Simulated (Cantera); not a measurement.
Input: 1 mol MgO, 7.3 mol C, 0.46 mol H2, equilibrated at 133 Pa.

Equilibrium computed with Cantera from the NASA thermochemical tables; the gas is ideal and each condensed phase is pure. Candidate condensed phases: C, C6H6, C7H8, C8H18, H2O, Mg, MgCO3, MgO, Mg(OH)2; 116 gas species. Kinetics and transport are ignored.

Which condensed phases are stable at each of these points (T (K)): 1325, 1425, 1525, 1625, 1725, 1825, 1925?


```json
[
 {"T (K)": "1325", "condensed phases": "C(graphite) + MgO(s)", "Mg condensed (%)": "99.0"},
 {"T (K)": "1425", "condensed phases": "C(graphite) + MgO(s)", "Mg condensed (%)": "89.7"},
 {"T (K)": "1525", "condensed phases": "C(graphite)", "Mg condensed (%)": "0.0"},
 {"T (K)": "1625", "condensed phases": "C(graphite)", "Mg condensed (%)": "0.0"},
 {"T (K)": "1725", "condensed phases": "C(graphite)", "Mg condensed (%)": "0.0"},
 {"T (K)": "1825", "condensed phases": "C(graphite)", "Mg condensed (%)": "0.0"},
 {"T (K)": "1925", "condensed phases": "C(graphite)", "Mg condensed (%)": "0.0"}
]
```

From 1325 K to 1425 K the condensed part is C(graphite) + MgO(s). From 1525 K to 1925 K the condensed part is C(graphite).
